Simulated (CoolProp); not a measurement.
A single-stage vapour-compression cycle with propylene: evaporating at 278.15 K (dew point), condensing at 339.15 K (bubble point), superheat 0 K, subcooling 5 K, compressor efficiency 0.65, no pressure losses. Each further row changes one setting.

Model: reference Helmholtz-energy equation of state, Lemmon 2013, in CoolProp.

```
case                              cooling COP  pressure ratio  discharge temperature (K)  refrigerating effect (kJ/kg)  volumetric capacity (kJ/m³)
--------------------------------  -----------  --------------  -------------------------  ----------------------------  ---------------------------
as stated                                1.99            4.21                      367.1                           214                         3050
evaporating temperature 283.15 K          [?]             [?]                      364.2                           [?]                         3580
condensing temperature 334.15 K          2.29            3.82                      360.6                           [?]                         3270
subcooling 10 K                           [?]            4.21                      367.1                           231                          [?]
superheat 10 K                           2.02            4.21                      377.4                           231                         3120
compressor efficiency 0.55               1.68            4.21                      375.5                           214                         3050
```

What belongs in the gaps?


- evaporating temperature 283.15 K, cooling COP: 2.27
- evaporating temperature 283.15 K, pressure ratio: 3.66
- evaporating temperature 283.15 K, refrigerating effect (kJ/kg): 219
- condensing temperature 334.15 K, refrigerating effect (kJ/kg): 230
- subcooling 10 K, cooling COP: 2.14
- subcooling 10 K, volumetric capacity (kJ/m³): 3280
